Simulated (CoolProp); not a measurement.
CHF3 (R23) along the isobar 5330 kPa: density (kg/m³) from the reference equation and from simpler models built on Tc = 26.1 °C, pc = 4832 kPa, ω = 0.263; each cubic takes its own stable root.

Model: reference Helmholtz-energy equation of state, Penoncello 2003, in CoolProp.

```json
[
 {"T (°C)": "-1.55", "phase": "liquid", "reference": "1090"},
 {"T (°C)": "12.95", "phase": "liquid", "reference": "976.0"},
 {"T (°C)": "27.55", "phase": "supercritical", "reference": "739.3"},
 {"T (°C)": "42.05", "phase": "supercritical", "reference": "258.6"},
 {"T (°C)": "56.55", "phase": "supercritical", "reference": "206.7"},
 {"T (°C)": "71.05", "phase": "supercritical", "reference": "179.8"},
 {"T (°C)": "85.65", "phase": "supercritical", "reference": "161.7"},
 {"T (°C)": "100.15", "phase": "supercritical", "reference": "148.3"},
 {"T (°C)": "114.65", "phase": "supercritical", "reference": "137.8"},
 {"T (°C)": "129.25", "phase": "supercritical", "reference": "129.1"},
 {"T (°C)": "143.75", "phase": "supercritical", "reference": "121.8"},
 {"T (°C)": "158.25", "phase": "supercritical", "reference": "115.5"},
 {"T (°C)": "172.75", "phase": "supercritical", "reference": "110.1"},
 {"T (°C)": "187.35", "phase": "supercritical", "reference": "105.2"},
 {"T (°C)": "201.85", "phase": "supercritical", "reference": "100.8"}
]
```

Task: How far does each simpler model (van der Waals, Redlich-Kwong, Soave-Redlich-Kwong, Peng-Robinson) lie from the reference over these 15 states: mean and median of the absolute difference, and the worst?

Result: 
- van der Waals: mean 10.3 %, median 4.0 %, worst -40.7 % at -1.55 °C and 5330 kPa
- Redlich-Kwong: mean 6.0 %, median 2.1 %, worst -24.2 % at 27.55 °C and 5330 kPa
- Soave-Redlich-Kwong: mean 6.5 %, median 2.7 %, worst -25.1 % at 27.55 °C and 5330 kPa
- Peng-Robinson: mean 2.7 %, median 0.4 %, worst -17.9 % at 27.55 °C and 5330 kPa
